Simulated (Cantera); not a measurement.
A perfectly stirred reactor is fed with CH₄ : H₂ : CO₂ : H₂O = 0.0036 : 1 : 0.0035 : 0.0014 (molar parts), at 0.0148 atm; it is held at 2350 K, and followed from long to short residence time.

Detailed kinetics in Cantera: GRI-Mech 3.0 (53 species, 325 reactions). Radical loss at walls, strong at low pressure, is not modelled.

x: mole fraction; the columns are a selection and need not sum to one.

```csv
τ (s),x CH₄,x H₂,x CO₂,x C₂H,x OH,x CH₃,x H₂O₂
2.0,1.43e-5,0.917,?,3.13e-7,1.97e-5,2.16e-5,<1e-12
0.79,4.69e-5,0.935,?,8.93e-7,2.00e-5,5.28e-5,<1e-12
0.30,0.000148,0.951,?,1.49e-6,2.10e-5,0.000116,<1e-12
0.12,0.000369,0.961,?,1.58e-6,2.03e-5,0.000211,<1e-12
0.045,0.000851,0.968,?,1.14e-6,1.71e-5,0.000358,<1e-12
0.017,0.00169,0.973,?,5.02e-7,1.26e-5,0.000510,<1e-12
0.0066,0.00267,0.979,?,8.80e-8,7.19e-6,0.000497,<1e-12
```

Question: What belongs in the gaps?

Answer: 
- 2.0, x CO₂: 2.19e-6
- 0.79, x CO₂: 3.68e-6
- 0.30, x CO₂: 8.44e-6
- 0.12, x CO₂: 2.23e-5
- 0.045, x CO₂: 7.19e-5
- 0.017, x CO₂: 0.000245
- 0.0066, x CO₂: 0.000833
